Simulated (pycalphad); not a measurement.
All values are pycalphad results on the COST 507 light-alloy database (1999) (1 atm), not direct measurements. These are 1990s assessments: newer ones move some temperatures and phases. Amounts are mole fractions of atoms.

Give the equilibrium state of Si-7.168Cu (wt.%) at 1127 °C.

DIAMOND_A4, fraction 0.923, with no Cu wt.%; LIQUID, fraction 0.077, with 62.8 Cu wt.%.

Give the equilibrium state of Si-7.168Cu (wt.%) at 752 °C.


```
T = 1025.00 K, P = 101325 Pa, N = 1 mol of atoms
G = -32337 J/mol, H = 17769 J/mol, S = 48.88 J/(mol K)  (SER reference)
chemical potentials (J/mol): Si -31573, Cu -54727
phase             fraction      x(Si)      x(Cu)
DIAMOND_A4          0.9566     1.0000       none
CU19SI6_ETA         0.0434     0.2400     0.7600
```

Database names, with the compositions (at.%) that they take in these runs: CU19SI6_ETA: Cu 76 Si 24. DIAMOND_A4 is diamond (Si). An entry "none" or "no" means that the model of the phase leaves that element out.
